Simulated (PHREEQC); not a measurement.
Consider water at 20 °C with 0.24 mol/kgw ZnCl2 and 0.0369 mol/kgw MgCl2. Closed to the air; pH follows from the charge balance.

All values are PHREEQC results (ion-association model, wateq4f.dat), not measurements.

Precipitation was switched off in this run.

**Question.** Order these Cl species by the share of Cl that they hold, largest first: Cl-, ZnCl3-, ZnCl+, ZnCl2, ZnCl4-2.

**Answer.** Cl- (86 %), ZnCl+ (7.7 %), ZnCl2 (2.5 %), ZnCl3- (2.3 %), ZnCl4-2 (1.4 %)

**Question.** Order these Zn species by the share of Zn that they hold, largest first: ZnCl+, ZnCl2, Zn+2, ZnCl4-2, ZnCl3-.

**Answer.** Zn+2 (77 %), ZnCl+ (18 %), ZnCl2 (2.9 %), ZnCl3- (1.8 %), ZnCl4-2 (0.82 %)

The pH is 4.77 and the ionic strength 0.708 mol/kgw. The ionic strength is past about 0.7 mol/kgw, beyond the range of this activity model, so the values are rough.
